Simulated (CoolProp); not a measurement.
Normal hydrogen along the isotherm 35 K: Z from the reference equation and from simpler models built on Tc = 33.1 K, pc = 12.96 bar, ω = -0.219; each cubic takes its own stable root.

Model: reference Helmholtz-energy equation of state, Leachman 2009, in CoolProp.

```
p (bar)          phase  reference  van der Waals  Redlich-Kwong  Peng-Robinson
-------  -------------  ---------  -------------  -------------  -------------
14.4     supercritical     0.5331              ?         0.5553         0.4894
28.8     supercritical     0.3798         0.4737         0.4060         0.3556
43.2     supercritical     0.5142         0.6393              ?         0.4657
57.6     supercritical     0.6466         0.8034         0.6483         0.5757
72       supercritical     0.7753         0.9642         0.7675         0.6832
86.4     supercritical     0.9004          1.122              ?         0.7883
101      supercritical      1.024          1.279         0.9997         0.8927
115      supercritical      1.140          1.428          1.109         0.9911
130      supercritical      1.262          1.586          1.224          1.095
```

### Question
Fill in the missing entries.

### Answer

- 14.4, van der Waals: 0.5503
- 43.2, Redlich-Kwong: 0.5264
- 86.4, Redlich-Kwong: 0.8840
